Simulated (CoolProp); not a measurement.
Vapour-liquid equilibrium of carbonyl sulfide (1) + propane (2) at 797 kPa; x and y are mole fractions of (1).

Values from CoolProp's multi-fluid Helmholtz-energy mixture model, Lemmon 2006 and Lemmon 2009; pair parameters Bell 2016.

```csv
x,bubble temperature (K),y at the bubble point,dew temperature at overall composition x (K),liquid density (mol/L)
0.05,290.5,0.068,290.7,11.62
0.125,289.3,0.161,289.7,11.96
0.2,288.3,0.248,288.8,12.31
0.275,287.3,0.330,288.0,12.67
0.35,286.5,0.408,287.1,13.05
0.425,285.7,0.484,286.3,13.46
0.5,284.9,0.557,285.5,13.88
0.575,284.2,0.629,284.8,14.32
0.65,283.5,0.700,284.0,14.78
0.725,282.8,0.768,283.3,15.27
0.8,282.1,0.835,282.5,15.79
0.875,281.4,0.900,281.7,16.34
0.95,280.7,0.961,280.8,16.91
```

No azeotrope shows between x = 0.05 and 0.95.

The pair parameters rest on a limited set of measurements; away from them the model extrapolates.
